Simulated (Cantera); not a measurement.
Input (Python, Cantera) and output of one run.

```python
import numpy as np
import cantera as ct

gas_names = [...]  # 114 gases of nasa_gas.yaml made of C, Fe, H, O
cond_names = """
    C(gr) C6H6(L) C7H8(L) C8H18(L),n-octa Fe(a) Fe(c) Fe(d) Fe(L) FeC5O5(L) FeO(s) FeO(L) Fe(OH)2(s)
    Fe(OH)3(s) Fe2O3(s) Fe3O4(s) H2O(s) H2O(L)
""".split()


# ... load() reads the species with a 1 bar reference pressure and builds the phases ...
atoms = {
    'Fe': {'Fe': 1},
    'CO2': {'C': 1, 'O': 2},
    'H2': {'H': 2},
}
top_T = {'C(gr)': 4500, 'Fe2O3(s)': 1830, 'Fe3O4(s)': 1870}  # K; cautious upper limits of use, not melting points


# ... equilibrate(T, P, feed) seeds the gas with the atoms and calls Mixture.equilibrate('TP', solver="vcs", rtol=1e-11, max_steps=5000) ...
results = []
feed = {'Fe': 1, 'CO2': 0.031, 'H2': 67}  # mol
P = 10000  # Pa
for T in [873, 973, 1073, 1173, 1273, 1373, 1473, 1573, 1673]:
    mix = equilibrate(T, P, feed)
    results.append((T, P, feed, dict(zip(mix.species_names, mix.species_moles))))

top = {s: max(r[3][s] / sum(r[3][g] for g in gas_names) for r in results) for s in gas_names}
cols = sorted((s for s in top if top[s] > 0.001), key=lambda s: -top[s])[:8]
seen = [c for c in cond_names if any(r[3].get(c, 0) > 1e-12 for r in results)]
print("log10 of partial pressures in bar; condensed amounts in mol")
print(f"{'T/K':>10s}" + "".join(f"{s[:9]:>10s}" for s in cols + seen))
for T, P, feed, n in results:
    ng = sum(n[g] for g in gas_names)
    print(f"{T:10.4g}" + "".join(f"{np.log10(max(n[s] / ng * P / 1e5, 1e-99)):10.3f}" for s in cols)
          + "".join(f"{n.get(c, 0):10.4g}" for c in seen))
```

Result:

```
log10 of partial pressures in bar; condensed amounts in mol
       T/K        H2     Fe(a)     Fe(c)     Fe(d)
       873    -1.001         1         0         0
       973    -1.001         1         0         0
      1073    -1.000         1         0         0
      1173    -1.000         1         0         0
      1273    -1.000         0         1         0
      1373    -1.000         0         1         0
      1473    -1.000         0    0.9999         0
      1573    -1.000         0    0.9996         0
      1673    -1.001         0         0    0.9973
```

Equilibrium computed with Cantera from the NASA thermochemical tables; the gas is ideal and each condensed phase is pure.
